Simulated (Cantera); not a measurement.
Charge: 1 mol SiCl₄, 0.074 mol C₂H₂, 780 mol H₂, equilibrated at 2125 K and 0.133 bar.

Cantera equilibrium calculation (NASA polynomials, part measured and part estimated; ideal gas, pure solids and liquids). Candidate condensed phases: C, C₆H₆, C₇H₈, C₈H₁₈, Si, SiC; 109 gas species. The tables' values for SiCl are old estimates; treat these amounts as uncertain. Gases not in the tables: Si₂H₆ and higher silanes. Rates play no part.

Base state: H₂ 0.984, H 0.00987, HCl 0.00496, Si 0.000782, SiH 0.000146, SiH₂ 0.000122, Cl 3.65e-5, Si₂C 3.51e-5 (mole fractions); condensed: SiC(s).

What changes in the equilibrium state with this change: temperature from 2125 K to 1548 K?


```tsv
species	before	after
H₂	0.984	0.995
HCl	0.00496	0.00495
H	0.00987	8.41e-5
Si	0.000782	2.38e-7
SiCl₂	3.13e-5	8.19e-5
Si₂C	3.51e-5	<1e-9
C₂H₂ (acetylene)	3.28e-5	1.19e-9
SiH	0.000146	2.30e-7
SiC(s), mol	0.0617	0.146
Si(s), mol	0	0.786
```
Mutual solubility and eutectic melting of coexisting phases are not modelled.

What changes in the equilibrium state with this change: temperature from 2125 K to 1650 K?


```tsv
species	before	after
H₂	0.984	0.995
HCl	0.00496	0.00494
H	0.00987	0.000248
Si	0.000782	2.01e-6
SiCl₂	3.13e-5	8.71e-5
C₂H₂ (acetylene)	3.28e-5	7.00e-9
Si₂C	3.51e-5	8.89e-9
SiH	0.000146	1.34e-6
SiC(s), mol	0.0617	0.146
Si(s), mol	0	0.775
```
Mutual solubility and eutectic melting of coexisting phases are not modelled.

What changes in the equilibrium state with this change: SiCl₄ replaced by SiH₂Cl₂?


```tsv
species	before	after
H₂	0.984	0.986
H	0.00987	0.00988
HCl	0.00496	0.00250
SiCl₂	3.13e-5	8.12e-6
Si	0.000782	0.000804
Cl	3.65e-5	1.83e-5
SiCl	2.41e-5	1.24e-5
C₂H₂ (acetylene)	3.28e-5	3.11e-5
SiH₂	0.000122	0.000126
SiC(s), mol	0.0617	0.0637
```
